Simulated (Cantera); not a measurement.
Input: 1 mol HgO, 9.5 mol H2, 28 mol N2, equilibrated at 377 °C and 1.00 bar.

Method: chemical equilibrium by Gibbs-energy minimisation in Cantera with the NASA 1993 tables (ideal gas, pure condensed phases). Candidate condensed phases: H2O, Hg, HgO; 25 gas species. Kinetics and transport are ignored.

Base state: N2 0.728, H2 0.219, H2O 0.0260, Hg 0.0260, NH3 0.00163 (mole fractions); condensed: gas only.

What changes in the equilibrium state with this change: H2 from 9.5 to 7.3 mol?


| species | before | after |
|---|---|---|
| N2 | 0.728 | 0.772 |
| H2 | 0.219 | 0.172 |
| Hg | 0.0260 | 0.0276 |
| H2O | 0.0260 | 0.0276 |
| NH3 | 0.00163 | 0.00117 |

What changes in the equilibrium state with this change: temperature from 377 °C to 452 °C?


| species | before | after |
|---|---|---|
| N2 | 0.728 | 0.727 |
| H2 | 0.219 | 0.220 |
| Hg | 0.0260 | 0.0260 |
| NH3 | 0.00163 | 0.000603 |
| H2O | 0.0260 | 0.0260 |
